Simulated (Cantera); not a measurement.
A perfectly stirred reactor is fed with 24.8 % H2, 75.2 % O2, at 20.0 Torr; it is held at 1350 K, and followed from long to short residence time.

Detailed kinetics in Cantera: the H2/O2 subset of GRI-Mech 3.0, which has no nitrogen chemistry. Radical loss at walls, strong at low pressure, is not modelled. The temperature is held fixed by assumption; the heat of reaction is taken as removed at once.

### Question
Predict: x(H2) at τ = 5.20 s; x(O2) at τ = 5.20 s; x(H2O) at τ = 5.20 s; x(HO2) at τ = 5.20 s; x(H2O2) at τ = 5.20 s; x(H2) at τ = 21.0 ms; x(O2) at τ = 21.0 ms; x(H2O) at τ = 21.0 ms; x(HO2) at τ = 21.0 ms; x(H2O2) at τ = 21.0 ms.

### Answer
```
Property                   Value
----------------------  --------
x(H2) at τ = 5.20 s     0.000151
x(O2) at τ = 5.20 s        0.716
x(H2O) at τ = 5.20 s       0.282
x(HO2) at τ = 5.20 s     1.95e-6
x(H2O2) at τ = 5.20 s    1.33e-7
x(H2) at τ = 21.0 ms     0.00509
x(O2) at τ = 21.0 ms       0.692
x(H2O) at τ = 21.0 ms      0.262
x(HO2) at τ = 21.0 ms    1.40e-5
x(H2O2) at τ = 21.0 ms   6.38e-7
```
